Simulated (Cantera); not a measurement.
A closed system holds: 1 mol MgO, 0.053 mol Cl2, 0.5 mol H2, equilibrated at 777 °C.

Equilibrium computed with Cantera from the NASA thermochemical tables; the gas is ideal and each condensed phase is pure. Candidate condensed phases: H2O, Mg, MgCl2, MgO, Mg(OH)2; 22 gas species. Mutual solubility and eutectic melting of coexisting phases are not modelled. The numbers say what is thermodynamically allowed, not how fast it happens.

### Question
Which condensed phases are stable at each of these points (P (Pa)): 1000, 2400, 5600, 13000, 32000, 75000, 180000, 420000, 1000000?

### Answer
| P (Pa) | condensed phases | Mg condensed (%) |
|---|---|---|
| 1000 | MgO(s) | 99.9 |
| 2400 | MgO(s) | 99.9 |
| 5600 | MgO(s) | 99.9 |
| 13000 | MgO(s) | 99.9 |
| 32000 | MgO(s) | 99.9 |
| 75000 | MgCl2(l) + MgO(s) | 100.0 |
| 180000 | MgCl2(l) + MgO(s) | 100.0 |
| 420000 | MgCl2(l) + MgO(s) | 100.0 |
| 1000000 | MgCl2(l) + MgO(s) | 100.0 |

From 10.0 mbar to 0.320 bar the condensed part is MgO(s). From 0.750 bar to 10.0 bar the condensed part is MgCl2(l) + MgO(s).
